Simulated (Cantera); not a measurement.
Cantera run:

```python
import numpy as np
import cantera as ct

gas_names = """
    Hg N N2
""".split()
cond_names = """
    Hg(cr) Hg(L)
""".split()


# ... load() reads the species with a 1 bar reference pressure and builds the phases ...
atoms = {
    'Hg': {'Hg': 1},
    'N2': {'N': 2},
}
top_T = {}  # K; cautious upper limits of use, not melting points


# ... equilibrate(T, P, feed) seeds the gas with the atoms and calls Mixture.equilibrate('TP', solver="vcs", rtol=1e-11, max_steps=5000) ...
results = []
feed = {'Hg': 1, 'N2': 0.2}  # mol
for P in [10, 42, 180, 750, 3200, 13000, 56000, 240000, 1000000]:
    for T in [648, 698, 748, 798, 848, 898, 948, 998, 1048, 1098, 1148, 1198, 1248]:
        mix = equilibrate(T, P, feed)
        results.append((T, P, feed, dict(zip(mix.species_names, mix.species_moles))))

for T, P, feed, n in results:
    print(f"{T:7g} {P:10.4g}  " + (" + ".join(c for c in cond_names if n.get(c, 0) > 1e-12) or "gas only"))
```

It prints:

```
    648         10  gas only
    698         10  gas only
    748         10  gas only
    798         10  gas only
    848         10  gas only
    898         10  gas only
    948         10  gas only
    998         10  gas only
   1048         10  gas only
   1098         10  gas only
   1148         10  gas only
   1198         10  gas only
   1248         10  gas only
    648         42  gas only
    698         42  gas only
    748         42  gas only
    798         42  gas only
    848         42  gas only
    898         42  gas only
    948         42  gas only
    998         42  gas only
   1048         42  gas only
   1098         42  gas only
   1148         42  gas only
   1198         42  gas only
   1248         42  gas only
    648        180  gas only
    698        180  gas only
    748        180  gas only
    798        180  gas only
    848        180  gas only
    898        180  gas only
    948        180  gas only
    998        180  gas only
   1048        180  gas only
   1098        180  gas only
   1148        180  gas only
   1198        180  gas only
   1248        180  gas only
    648        750  gas only
    698        750  gas only
    748        750  gas only
    798        750  gas only
    848        750  gas only
    898        750  gas only
    948        750  gas only
    998        750  gas only
   1048        750  gas only
   1098        750  gas only
   1148        750  gas only
   1198        750  gas only
   1248        750  gas only
    648       3200  gas only
    698       3200  gas only
    748       3200  gas only
    798       3200  gas only
    848       3200  gas only
    898       3200  gas only
    948       3200  gas only
    998       3200  gas only
   1048       3200  gas only
   1098       3200  gas only
   1148       3200  gas only
   1198       3200  gas only
   1248       3200  gas only
    648    1.3e+04  gas only
    698    1.3e+04  gas only
    748    1.3e+04  gas only
    798    1.3e+04  gas only
    848    1.3e+04  gas only
    898    1.3e+04  gas only
    948    1.3e+04  gas only
    998    1.3e+04  gas only
   1048    1.3e+04  gas only
   1098    1.3e+04  gas only
   1148    1.3e+04  gas only
   1198    1.3e+04  gas only
   1248    1.3e+04  gas only
    648    5.6e+04  gas only
    698    5.6e+04  gas only
    748    5.6e+04  gas only
    798    5.6e+04  gas only
    848    5.6e+04  gas only
    898    5.6e+04  gas only
    948    5.6e+04  gas only
    998    5.6e+04  gas only
   1048    5.6e+04  gas only
   1098    5.6e+04  gas only
   1148    5.6e+04  gas only
   1198    5.6e+04  gas only
   1248    5.6e+04  gas only
    648    2.4e+05  Hg(L)
    698    2.4e+05  gas only
    748    2.4e+05  gas only
    798    2.4e+05  gas only
    848    2.4e+05  gas only
    898    2.4e+05  gas only
    948    2.4e+05  gas only
    998    2.4e+05  gas only
   1048    2.4e+05  gas only
   1098    2.4e+05  gas only
   1148    2.4e+05  gas only
   1198    2.4e+05  gas only
   1248    2.4e+05  gas only
    648      1e+06  Hg(L)
    698      1e+06  Hg(L)
    748      1e+06  Hg(L)
    798      1e+06  gas only
    848      1e+06  gas only
    898      1e+06  gas only
    948      1e+06  gas only
    998      1e+06  gas only
   1048      1e+06  gas only
   1098      1e+06  gas only
   1148      1e+06  gas only
   1198      1e+06  gas only
   1248      1e+06  gas only
```

Method: chemical equilibrium by Gibbs-energy minimisation in Cantera with the NASA 1993 tables (ideal gas, pure condensed phases).
